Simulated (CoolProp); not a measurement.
Vapour-liquid equilibrium of R143a (1) + dimethyl ether (2) at 185.5 K; x and y are mole fractions of (1).

Model: multi-fluid Helmholtz-energy mixture model, Lemmon and Jacobsen 2000 and Wu 2011; pair parameters Bell 2016, in CoolProp.

```
x      bubble pressure (bar)  y at the bubble point  dew pressure at overall composition x (bar)  liquid density (mol/L)
-----  ---------------------  ---------------------  -------------------------------------------  ----------------------
0.05                 0.02635                  0.223                                      0.02246                   17.58
0.125                0.03305                  0.426                                      0.02400                   17.36
0.2                        …                  0.554                                            …                   17.15
0.275                0.04495                  0.644                                            …                   16.94
0.35                 0.05033                  0.711                                            …                   16.74
0.425                0.05543                  0.763                                      0.03300                   16.54
0.5                        …                  0.807                                      0.03636                   16.34
0.575                0.06502                  0.844                                      0.04042                   16.15
0.65                 0.06963                  0.877                                      0.04542                   15.96
0.725                0.07418                  0.906                                      0.05164                   15.77
0.8                  0.07870                  0.934                                      0.05949                   15.59
0.875                      …                  0.959                                      0.06936                   15.42
0.95                 0.08784                  0.984                                      0.08156                   15.24
```

### Question
What belongs in the gaps?

### Answer

- 0.2, bubble pressure (bar): 0.03922
- 0.2, dew pressure at overall composition x (bar): 0.02577
- 0.275, dew pressure at overall composition x (bar): 0.02781
- 0.35, dew pressure at overall composition x (bar): 0.03019
- 0.5, bubble pressure (bar): 0.06030
- 0.875, bubble pressure (bar): 0.08324

No azeotrope shows between x = 0.05 and 0.95.

Pair parameters are fitted to limited data, so mixtures are less certain than the pure fluids.
